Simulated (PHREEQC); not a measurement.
1 kg of water holding 0.22 mol/kgw Na2CO3 meets 20 L of dry gas (H2 1 by moles) at fixed total pressure, at 25 °C; fugacities by Peng-Robinson. The gases take part in no redox reaction, some water evaporates into the gas, and hydrates or a liquid gas phase aren't modelled. No solid was allowed to form.

All values are PHREEQC results (ion-association model, phreeqc.dat), not measurements.

```csv
P (atm),dissolved H2 (mol/kgw),φ of H2
2,0.00142,1.000
5,(withheld),1.001
10,0.00714,1.003
20,0.0142,1.005
30,0.0211,1.008
40,0.0279,1.011
50,0.0346,1.014
75,0.0507,1.022
100,0.0663,1.031
150,0.0955,1.049
200,0.122,1.070
300,(withheld),(withheld)
400,0.212,1.170
```

Question: What belongs in the gaps?

Answer: 
- 5, dissolved H2 (mol/kgw): 0.00358
- 300, dissolved H2 (mol/kgw): 0.171
- 300, φ of H2: 1.116
